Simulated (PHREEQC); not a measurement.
Synthetic water in mg/kgw, 60 °C, pH 7.28, pe 1.4:

| constituent | mg/kgw |
|---|---|
| Na | 2920 |
| K | 179 |
| Ca | 661 |
| Mg | 731 |
| Cl | 7650 |
| S(6) as SO4 | 497 |
| Alkalinity as HCO3 | 153 |
| Li | 2.59 |
| Mn(2) | 127 |
| Fe(2) | 37.2 |

Valence states are taken as typed.

The numbers come from PHREEQC with the ion-association model, wateq4f.dat.

Precipitation was switched off in this run.

Task: What activity of water, charge-balance error does the model give?

Result: activity of water 0.993; charge-balance error 0.5 %.

Task: In which forms is Mn present?

Result: Mn+2 73 %, MnCl+ 17 %, MnHCO3+ 3.1 %, MnSO4 3.1 %, MnCO3 2.5 %, MnCl2 0.7 % of the Mn.

The solution is supersaturated, for example in Rhodochrosite, Siderite, so a real one may precipitate; this is no full list. Species that the database lacks are ignored. Constants without temperature data keep their 25 °C values here.
